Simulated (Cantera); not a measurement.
Cantera run:

```python
import numpy as np
import cantera as ct

gas_names = """
    C CN CO CO2 C2 CCN CNC C2N2 C2O C3 C3O2 C4 C4N2 C5 Fe FeC5O5 FeO N NCO NO NO2 NO3 N2 N2O O O2 O3
""".split()
cond_names = """
    C(gr) Fe(a) Fe(c) Fe(d) Fe(L) FeC5O5(L) FeO(s) FeO(L) Fe2O3(s) Fe3O4(s)
""".split()


def load(file, names, dense=False):
    # The tables refer to 1 bar. Condensed volumes are neglected.
    table = {s.name: s for s in ct.Species.list_from_file(file)}
    out = []
    for n in names:
        d = dict(table[n].input_data)
        d["thermo"] = dict(d["thermo"], **{"reference-pressure": 1e5})
        if dense:
            d["equation-of-state"] = {"model": "constant-volume", "density": "1e6 g/cm^3"}
        out.append(ct.Species.from_dict(d))
    return out


gas = ct.Solution(thermo="ideal-gas", species=load("nasa_gas.yaml", gas_names))
cond = {s.name: ct.Solution(thermo="fixed-stoichiometry", species=[s], name=s.name)
        for s in load("nasa_condensed.yaml", cond_names, dense=True)}
atoms = {
    'Fe2O3': {'Fe': 2, 'O': 3},
    'CO': {'C': 1, 'O': 1},
    'N2': {'N': 2},
    'C': {'C': 1},
}
top_T = {'C(gr)': 4500, 'Fe2O3(s)': 1830, 'Fe3O4(s)': 1870}  # K; cautious upper limits of use, not melting points


def equilibrate(T, P, feed):
    n = {}
    for name, mol in feed.items():
        for a, k in atoms[name].items():
            n[a] = n.get(a, 0.0) + k * mol
    gas.TPX = T, P, n
    mass = sum(n.values()) * gas.mean_molecular_weight
    gas.equilibrate("TP")
    valid = [c for c in cond.values() if c.min_temp <= T <= top_T.get(c.name, c.max_temp)]
    mix = ct.Mixture([(gas, mass / gas.mean_molecular_weight)] + [(c, 0.0) for c in valid])
    mix.T, mix.P = T, P
    mix.equilibrate("TP", solver="vcs", rtol=1e-11, max_steps=5000)
    return mix


results = []
feed = {'Fe2O3': 1, 'CO': 0.62, 'N2': 0.35, 'C': 6.6}  # mol
P = 13332.2  # Pa
for T in [923, 1023, 1123, 1223, 1323, 1423, 1523, 1623, 1723, 1823, 1923]:
    mix = equilibrate(T, P, feed)
    results.append((T, P, feed, dict(zip(mix.species_names, mix.species_moles))))

top = {s: max(r[3][s] / sum(r[3][g] for g in gas_names) for r in results) for s in gas_names}
cols = sorted((s for s in top if top[s] > 0.001), key=lambda s: -top[s])[:9]
seen = [c for c in cond_names if any(r[3].get(c, 0) > 1e-12 for r in results)]
print("log10 of partial pressures in bar; condensed amounts in mol")
print(f"{'T/K':>10s}" + "".join(f"{s[:9]:>10s}" for s in cols + seen))
for T, P, feed, n in results:
    ng = sum(n[g] for g in gas_names)
    print(f"{T:10.4g}" + "".join(f"{np.log10(max(n[s] / ng * P / 1e5, 1e-99)):10.3f}" for s in cols)
          + "".join(f"{n.get(c, 0):10.4g}" for c in seen))
```

Output:

```
log10 of partial pressures in bar; condensed amounts in mol
       T/K        CO       CO2        N2        Fe     C(gr)     Fe(a)     Fe(c)     Fe(d)     Fe(L)
       923    -1.035    -1.571    -1.850   -15.611     4.266         2         0         0         0
      1023    -0.934    -2.315    -1.914   -13.348     3.739         2         0         0         0
      1123    -0.919    -3.056    -1.927   -11.507     3.626         2         0         0         0
      1223    -0.916    -3.693    -1.929    -9.976     3.606         0         2         0         0
      1323    -0.915    -4.234    -1.930    -8.682     3.602         0         2         0         0
      1423    -0.915    -4.696    -1.930    -7.574     3.601         0         2         0         0
      1523    -0.915    -5.095    -1.930    -6.615       3.6         0         2         0         0
      1623    -0.915    -5.443    -1.930    -5.777       3.6         0         2         0         0
      1723    -0.915    -5.747    -1.930    -5.040       3.6         0         0         2         0
      1823    -0.915    -6.017    -1.930    -4.390       3.6         0         0         0     1.999
      1923    -0.916    -6.257    -1.930    -3.830       3.6         0         0         0     1.996
```

These are equilibrium values from Cantera (NASA tables, ideal gas, pure condensed phases), not measurements of a reactor. Iron dissolves carbon and melts from about 1420 K in contact with it, which pure phases cannot show. Condensed phases not in the tables: cementite and carbon dissolved in iron.
